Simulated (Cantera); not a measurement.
Input (Python, Cantera) and output of one run.

```python
import numpy as np
import cantera as ct

gas_names = [...]  # 114 gases of nasa_gas.yaml made of C, Fe, H, O
cond_names = """
    C(gr) C6H6(L) C7H8(L) C8H18(L),n-octa Fe(a) Fe(c) Fe(d) Fe(L) FeC5O5(L) FeO(s) FeO(L) Fe(OH)2(s)
    Fe(OH)3(s) Fe2O3(s) Fe3O4(s) H2O(s) H2O(L)
""".split()


# ... load() reads the species with a 1 bar reference pressure and builds the phases ...
atoms = {
    'Fe(CO)5': {'Fe': 1, 'C': 5, 'O': 5},
    'O2': {'O': 2},
    'H2': {'H': 2},
}
top_T = {'C(gr)': 4500, 'Fe2O3(s)': 1830, 'Fe3O4(s)': 1870}  # K; cautious upper limits of use, not melting points


# ... equilibrate(T, P, feed) seeds the gas with the atoms and calls Mixture.equilibrate('TP', solver="vcs", rtol=1e-11, max_steps=5000) ...
results = []
feed = {'Fe(CO)5': 1, 'O2': 0.16, 'H2': 36}  # mol
P = 133.322  # Pa
for T in [748, 773, 798, 823, 848, 873, 898, 923, 948]:
    mix = equilibrate(T, P, feed)
    results.append((T, P, feed, dict(zip(mix.species_names, mix.species_moles))))

top = {s: max(r[3][s] / sum(r[3][g] for g in gas_names) for r in results) for s in gas_names}
cols = sorted((s for s in top if top[s] > 1e-05), key=lambda s: -top[s])[:9]
seen = [c for c in cond_names if any(r[3].get(c, 0) > 1e-12 for r in results)]
print("log10 of partial pressures in bar; condensed amounts in mol")
print(f"{'T/K':>10s}" + "".join(f"{s[:9]:>10s}" for s in cols + seen))
for T, P, feed, n in results:
    ng = sum(n[g] for g in gas_names)
    print(f"{T:10.4g}" + "".join(f"{np.log10(max(n[s] / ng * P / 1e5, 1e-99)):10.3f}" for s in cols)
          + "".join(f"{n.get(c, 0):10.4g}" for c in seen))
```

Output:

```
log10 of partial pressures in bar; condensed amounts in mol
       T/K        H2        CO       H2O       CO2       CH4     C(gr)     Fe(a)
       748    -2.934    -3.862    -4.811    -4.945    -5.347    0.3549         1
       773    -2.935    -3.813    -5.070    -5.238    -5.544   0.02992         1
       798    -2.934    -3.803    -5.135    -5.372    -5.937         0         1
       823    -2.934    -3.799    -5.139    -5.446    -6.371         0         1
       848    -2.934    -3.798    -5.129    -5.503    -6.797         0         1
       873    -2.934    -3.797    -5.116    -5.552    -7.203         0         1
       898    -2.935    -3.796    -5.102    -5.597    -7.589         0         1
       923    -2.935    -3.795    -5.090    -5.640    -7.953         0         1
       948    -2.935    -3.795    -5.079    -5.682    -8.299         0         1
```

Cantera equilibrium calculation (NASA polynomials, part measured and part estimated; ideal gas, pure solids and liquids). Condensed phases not in the tables: cementite and carbon dissolved in iron.
